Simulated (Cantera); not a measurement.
Feed: 1 mol TiO2, 2.4 mol CO, at 1025 K and 1.33 mbar.

Method: chemical equilibrium by Gibbs-energy minimisation in Cantera with the NASA 1993 tables (ideal gas, pure condensed phases). Candidate condensed phases: C, Ti, TiC, TiO, TiO2, Ti2O3, Ti3O5, Ti4O7; 15 gas species. The numbers say what is thermodynamically allowed, not how fast it happens.

Base state: CO 1.000, CO2 0.000458 (mole fractions); condensed: C(graphite) + TiO2(rutile).

Task: What changes in the equilibrium state with this change: temperature from 1025 K to 1950 K?

Result: 
```
species              before    after
-----------------  --------  -------
CO                    1.000    0.953
CO2                0.000458   0.0468
TiO2                  <1e-9  6.35e-5
O                     <1e-9  1.43e-5
C(graphite), mol    0.00110        0
TiO2(rutile), mol      1.00    0.550
Ti4O7(l), mol             0    0.112
```
Mutual solubility and eutectic melting of coexisting phases are not modelled. Condensed phases not in the tables: Magnéli phases beyond Ti4O7.

Task: What changes in the equilibrium state with this change: 1.3 mol H2O added?

Result: 
| species | before | after |
|---|---|---|
| CO | 1.000 | 0.407 |
| H2 | 0 | 0.241 |
| CO2 | 0.000458 | 0.241 |
| H2O | 0 | 0.110 |
| C(graphite), mol | 0.00110 | 0 |
| TiO2(rutile), mol | 1.00 | 1.00 |
Further candidate phases: C6H6, C7H8, C8H18, H2O.

Task: What changes in the equilibrium state with this change: TiO2 replaced by CuO?

Result: 
| species | before | after |
|---|---|---|
| CO | 1.000 | 0.583 |
| CO2 | 0.000458 | 0.417 |
| C(graphite), mol | 0.00110 | 0 |
| TiO2(rutile), mol | 1.00 | 0 |
| Cu(s), mol | 0 | 1.00 |
Further candidate phases: Cu, CuO, Cu2O.
